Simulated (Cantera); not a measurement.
A perfectly stirred reactor is fed with 7.99 % H2, 91.9 % O2, 0.138 % H2O, at 2670 Pa; it is held at 1125 K, and followed from long to short residence time.

Model: GRI-Mech 3.0 (53 species, 325 reactions), integrated in Cantera. Radical loss at walls, strong at low pressure, is not modelled. The temperature is held fixed by assumption; the heat of reaction is taken as removed at once.

One state of this run: x H2 = 0.00938; x O2 = 0.885; x H2O = 0.0637; x OH = 0.00495; x O = 0.0229; x H2O2 = 5.63e-7. x: mole fraction; the columns are a selection and need not sum to one.

Task: Which value of τ (s) does it belong to?
(A) 0.0019
(B) 0.00056
(C) 0.22
(D) 0.068

Result: A, 0.0019
